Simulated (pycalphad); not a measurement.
An equivalent pycalphad script:

```python
from pycalphad import Database, equilibrium, calculate, variables as v
import numpy as np
db = Database('COST507.tdb')
comps = ['CU', 'SI', 'VA']
phases = ['BCC_A2', 'CU19SI6_ETA', 'CU33SI7_DELTA', 'CU4SI_EPSILON', 'CU56SI11_GAMMA', 'DIAMOND_A4', 'FCC_A1', 'HCP_A3', 'LIQUID']
eq = equilibrium(db, comps, phases, {v.X('SI'): 0.9525, v.T: np.arange(2350, 499, -50), v.P: 101325, v.N: 1}, output=['HM', 'SM'])
```

CALPHAD calculation (pycalphad, COST 507 light-alloy database (1999)), 1 atm. The data set is of 1999 and partly superseded. Phase fractions are per mole of atoms. Diffusion is slow at the low end, where real alloys seldom reach equilibrium.

Results at three of the temperatures:

```
T = 2250.00 K, P = 101325 Pa, N = 1 mol of atoms
G = -127870 J/mol, H = 99159 J/mol, S = 100.90 J/(mol K)  (SER reference)
chemical potentials (J/mol): Cu -225109, Si -123020
phase             fraction      x(Cu)      x(Si)
LIQUID              1.0000     0.0475     0.9525
```

```
T = 1400.00 K, P = 101325 Pa, N = 1 mol of atoms
G = -53189 J/mol, H = 30901 J/mol, S = 60.06 J/(mol K)  (SER reference)
chemical potentials (J/mol): Cu -92640, Si -51222
phase             fraction      x(Cu)      x(Si)
DIAMOND_A4          0.8889       none     1.0000
LIQUID              0.1111     0.4275     0.5725
```

```
T = 950.00 K, P = 101325 Pa, N = 1 mol of atoms
G = -29051 J/mol, H = 15865 J/mol, S = 47.28 J/(mol K)  (SER reference)
chemical potentials (J/mol): Cu -49144, Si -28049
phase             fraction      x(Cu)      x(Si)
DIAMOND_A4          0.9375       none     1.0000
CU19SI6_ETA         0.0625     0.7600     0.2400
```

Changes of the phase set, refined by bisection:

```csv
T (°C),phases above,phases below
1389.5,liquid,diamond (Si) + liquid
800.5,diamond (Si) + liquid,CU19SI6_ETA + diamond (Si)
```

Database names, with the compositions (at.%) that they take in these runs: CU19SI6_ETA: Cu 76 Si 24. DIAMOND_A4 is diamond (Si). An entry "none" or "no" means that the model of the phase leaves that element out. The hcp model here describes the intermediate κ phase of Cu-Si.
